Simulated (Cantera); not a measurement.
A counterflow diffusion flame at 503 Torr, nozzles 20 mm apart: fuel side 100 % CH₄ at 375 K, oxidiser side 28.0 % O₂, 72.0 % N₂ at 500 K, fuel mass flux 0.85 times the oxidiser's; mixture-averaged transport, no radiation.

Computed with Cantera and GRI-Mech 3.0 (53 species, 325 reactions). GRI-Mech 3.0 has no aromatics or soot, which form on the fuel side of real flames. The maximum strain rate includes the flame's own expansion and is several times the mean.

x: mole fraction; the columns are a selection and need not sum to one.

```json
[
 {"oxidiser flux (kg/m²/s)": "0.17", "max strain (1/s)": "[?]", "mean strain (1/s)": "39.1", "T max (K)": "2310", "peak x OH": "0.0159", "peak x H": "0.00814", "peak x NO": "0.000499", "peak x CO": "0.0938", "peak x C₂H₂": "0.0211"},
 {"oxidiser flux (kg/m²/s)": "0.22", "max strain (1/s)": "[?]", "mean strain (1/s)": "50.6", "T max (K)": "2297", "peak x OH": "0.0157", "peak x H": "0.00836", "peak x NO": "0.000459", "peak x CO": "0.0921", "peak x C₂H₂": "0.0206"},
 {"oxidiser flux (kg/m²/s)": "0.28", "max strain (1/s)": "[?]", "mean strain (1/s)": "64.3", "T max (K)": "2289", "peak x OH": "0.0157", "peak x H": "0.00864", "peak x NO": "0.000431", "peak x CO": "0.0910", "peak x C₂H₂": "0.0202"},
 {"oxidiser flux (kg/m²/s)": "0.37", "max strain (1/s)": "[?]", "mean strain (1/s)": "85.0", "T max (K)": "2279", "peak x OH": "0.0156", "peak x H": "0.00892", "peak x NO": "0.000397", "peak x CO": "0.0896", "peak x C₂H₂": "0.0198"},
 {"oxidiser flux (kg/m²/s)": "0.48", "max strain (1/s)": "[?]", "mean strain (1/s)": "110", "T max (K)": "2268", "peak x OH": "0.0154", "peak x H": "0.00914", "peak x NO": "0.000365", "peak x CO": "0.0883", "peak x C₂H₂": "0.0192"},
 {"oxidiser flux (kg/m²/s)": "0.62", "max strain (1/s)": "[?]", "mean strain (1/s)": "142", "T max (K)": "2257", "peak x OH": "0.0152", "peak x H": "0.00935", "peak x NO": "0.000333", "peak x CO": "0.0870", "peak x C₂H₂": "0.0187"},
 {"oxidiser flux (kg/m²/s)": "0.8", "max strain (1/s)": "[?]", "mean strain (1/s)": "184", "T max (K)": "2246", "peak x OH": "0.0150", "peak x H": "0.00955", "peak x NO": "0.000301", "peak x CO": "0.0859", "peak x C₂H₂": "0.0180"},
 {"oxidiser flux (kg/m²/s)": "1", "max strain (1/s)": "[?]", "mean strain (1/s)": "230", "T max (K)": "2236", "peak x OH": "0.0147", "peak x H": "0.00969", "peak x NO": "0.000272", "peak x CO": "0.0850", "peak x C₂H₂": "0.0175"},
 {"oxidiser flux (kg/m²/s)": "1.4", "max strain (1/s)": "[?]", "mean strain (1/s)": "322", "T max (K)": "2217", "peak x OH": "0.0142", "peak x H": "0.00981", "peak x NO": "0.000226", "peak x CO": "0.0838", "peak x C₂H₂": "0.0163"},
 {"oxidiser flux (kg/m²/s)": "1.8", "max strain (1/s)": "[?]", "mean strain (1/s)": "414", "T max (K)": "2200", "peak x OH": "0.0137", "peak x H": "0.00980", "peak x NO": "0.000190", "peak x CO": "0.0829", "peak x C₂H₂": "0.0153"}
]
```

Problem. What belongs in the gaps?

Solution. 
- 0.17, max strain (1/s): 222
- 0.22, max strain (1/s): 276
- 0.28, max strain (1/s): 341
- 0.37, max strain (1/s): 435
- 0.48, max strain (1/s): 548
- 0.62, max strain (1/s): 688
- 0.8, max strain (1/s): 865
- 1, max strain (1/s): 1060
- 1.4, max strain (1/s): 1440
- 1.8, max strain (1/s): 1810
